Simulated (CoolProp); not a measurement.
Vapour-liquid equilibrium of R22 (1) + R134a (2) at 8.56 bar; x and y are mole fractions of (1).

Model: multi-fluid Helmholtz-energy mixture model, Kamei 1995 and Tillner-Roth 1994; pair parameters Bell 2016, in CoolProp.

**Question.** Give the bubble temperature and the first vapour's composition at x = 0.35, 0.8, 0.95. Is there an azeotrope?

**Answer.** x = 0.35: 299.7 K, y = 0.442; x = 0.8: 293.3 K, y = 0.846; x = 0.95: 291.5 K, y = 0.962. No azeotrope shows between x = 0.05 and 0.95.

The pair parameters rest on a limited set of measurements; away from them the model extrapolates.
